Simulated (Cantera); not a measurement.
Feed: 1 mol Si, 0.35 mol CO2, 7.5 mol N2, equilibrated at 1125 K.

These are equilibrium values from Cantera (NASA tables, ideal gas, pure condensed phases), not measurements of a reactor. Candidate condensed phases: C, Si, SiC, SiO2, Si2N2O, Si3N4; 34 gas species. N2 is the only nitrogen source here; it is nearly inert below about 1500 K, so the nitride shown seldom forms there in practice. Mutual solubility and eutectic melting of coexisting phases are not modelled. Rates play no part.

x: gas mole fraction; n: condensed amount in mol.

| P (Pa) | x N2 | x CO | x SiO | x CO2 | n SiC(s) | n Si2N2O(s) | n C(graphite) | n SiO2(β-quartz) |
|---|---|---|---|---|---|---|---|---|
| 0.100 | 0.966 | 0.0342 | 9.33e-6 | 7.33e-11 | 0.100 | 0.450 | 0 | 0 |
| 1 | 0.972 | 0.0278 | … | … | 0 | 0.500 | 0.150 | 0 |
| 10 | 0.972 | 0.0278 | 8.10e-8 | 4.51e-9 | 0 | 0.500 | 0.150 | 0 |
| 100 | 0.972 | 0.0278 | 8.10e-9 | 4.51e-8 | 0 | 0.500 | 0.150 | 0 |
| 1000 | 0.972 | 0.0278 | 8.10e-10 | 4.51e-7 | 0 | 0.500 | 0.150 | 0 |
| 10000 | 0.981 | 0.0187 | 6.62e-11 | 2.05e-6 | 0 | 0.478 | 0.216 | 0.0440 |
| 100000 | 0.996 | … | … | … | 0 | 0.443 | 0.321 | … |
| 1000000 | 0.999 | 0.000874 | <1e-12 | 4.47e-7 | 0 | 0.435 | 0.344 | 0.129 |

Fill in the missing entries.


- 1, x SiO: 8.10e-7
- 1, x CO2: 4.51e-10
- 100000, x CO: 0.00405
- 100000, x SiO: 3.06e-12
- 100000, x CO2: 9.61e-7
- 100000, n SiO2(β-quartz): 0.114
